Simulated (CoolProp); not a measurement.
Vapour-liquid equilibrium of R152A (1) + isobutane (2) at -23.15 °C; x and y are mole fractions of (1).

Values from CoolProp's multi-fluid Helmholtz-energy mixture model, Outcalt 1996 and Bücker 2006; pair parameters Bell 2016.

```
x     bubble pressure (MPa)  y at the bubble point  dew pressure at overall composition x (MPa)  liquid density (mol/L)
----  ---------------------  ---------------------  -------------------------------------------  ----------------------
0.05                0.07871                  0.227                                      0.06622                   10.57
0.2                  0.1075                  0.495                                      0.07651                   11.04
0.35                 0.1203                  0.591                                      0.09013                   11.57
0.5                  0.1253                  0.638                                       0.1081                   12.19
0.65                 0.1270                  0.674                                       0.1261                   12.93
0.8                  0.1259                  0.728                                       0.1212                   13.82
0.95                 0.1150                  0.878                                       0.1092                   14.88
```

y crosses x between x = 0.65 and 0.8: the model has an azeotrope there.

The pair parameters rest on a limited set of measurements; away from them the model extrapolates. With so large a gap from Raoult's law the liquid may split in two, which this calculation doesn't test in full.
